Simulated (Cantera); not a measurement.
Charge: 1 mol SrCl2, 13 mol N2, held at 210 Torr.

Method: chemical equilibrium by Gibbs-energy minimisation in Cantera with the NASA 1993 tables (ideal gas, pure condensed phases). Candidate condensed phases: Sr, SrCl2; 7 gas species. Equilibrium is a limit: real reactors are often held back by kinetics, nucleation or transport.

Which condensed phases are stable at each of these points (T (K)): 1075, 1125, 1175, 1225, 1275, 1325, 1375, 1425?


```json
[
 {"T (K)": "1075", "condensed phases": "SrCl2(s)", "Sr condensed (%)": "100.0"},
 {"T (K)": "1125", "condensed phases": "SrCl2(s)", "Sr condensed (%)": "100.0"},
 {"T (K)": "1175", "condensed phases": "SrCl2(l)", "Sr condensed (%)": "100.0"},
 {"T (K)": "1225", "condensed phases": "SrCl2(l)", "Sr condensed (%)": "100.0"},
 {"T (K)": "1275", "condensed phases": "SrCl2(l)", "Sr condensed (%)": "100.0"},
 {"T (K)": "1325", "condensed phases": "SrCl2(l)", "Sr condensed (%)": "99.9"},
 {"T (K)": "1375", "condensed phases": "SrCl2(l)", "Sr condensed (%)": "99.7"},
 {"T (K)": "1425", "condensed phases": "SrCl2(l)", "Sr condensed (%)": "99.4"}
]
```

From 1075 K to 1125 K the condensed part is SrCl2(s). From 1175 K to 1425 K the condensed part is SrCl2(l).
